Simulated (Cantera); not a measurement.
A diamond (100) surface in a fixed gas of H2 with x(CH4) = 0.015, x(H) = 0.0096, at 1150 K, 0.0190 bar; coverages are run to steady state.

Model: the Harris–Goodwin 1993 mechanism for the reconstructed diamond (100) surface, integrated in Cantera.

θ: site fractions in the mechanism's names (c6HH fully hydrogenated, c6H* and c6*H radical sites, c6** diradical, c6HM methylated).

```json
[
 {"x(CH3)": "1e-06", "growth (µm/h)": "[?]", "θ c6HH": "0.474", "θ c6H*": "0.0331", "θ c6*H": "0.469", "θ c6**": "0.0239", "θ c6HM": "1.33e-5"},
 {"x(CH3)": "2.4e-06", "growth (µm/h)": "[?]", "θ c6HH": "0.474", "θ c6H*": "0.0331", "θ c6*H": "0.469", "θ c6**": "0.0239", "θ c6HM": "3.19e-5"},
 {"x(CH3)": "5.6e-06", "growth (µm/h)": "[?]", "θ c6HH": "0.474", "θ c6H*": "0.0331", "θ c6*H": "0.469", "θ c6**": "0.0239", "θ c6HM": "7.44e-5"},
 {"x(CH3)": "1.3e-05", "growth (µm/h)": "[?]", "θ c6HH": "0.474", "θ c6H*": "0.0331", "θ c6*H": "0.469", "θ c6**": "0.0239", "θ c6HM": "0.000173"},
 {"x(CH3)": "3.1e-05", "growth (µm/h)": "[?]", "θ c6HH": "0.474", "θ c6H*": "0.0331", "θ c6*H": "0.469", "θ c6**": "0.0238", "θ c6HM": "0.000411"},
 {"x(CH3)": "7.3e-05", "growth (µm/h)": "[?]", "θ c6HH": "0.473", "θ c6H*": "0.0331", "θ c6*H": "0.468", "θ c6**": "0.0238", "θ c6HM": "0.000967"},
 {"x(CH3)": "0.00017", "growth (µm/h)": "[?]", "θ c6HH": "0.473", "θ c6H*": "0.0330", "θ c6*H": "0.467", "θ c6**": "0.0237", "θ c6HM": "0.00225"},
 {"x(CH3)": "0.00041", "growth (µm/h)": "[?]", "θ c6HH": "0.470", "θ c6H*": "0.0328", "θ c6*H": "0.465", "θ c6**": "0.0234", "θ c6HM": "0.00538"},
 {"x(CH3)": "0.00096", "growth (µm/h)": "[?]", "θ c6HH": "0.465", "θ c6H*": "0.0324", "θ c6*H": "0.459", "θ c6**": "0.0228", "θ c6HM": "0.0124"}
]
```

Problem. Some entries are withheld; supply them.

Solution. 
- 1e-06, growth (µm/h): 0.00796
- 2.4e-06, growth (µm/h): 0.0191
- 5.6e-06, growth (µm/h): 0.0446
- 1.3e-05, growth (µm/h): 0.103
- 3.1e-05, growth (µm/h): 0.247
- 7.3e-05, growth (µm/h): 0.580
- 0.00017, growth (µm/h): 1.35
- 0.00041, growth (µm/h): 3.22
- 0.00096, growth (µm/h): 7.40
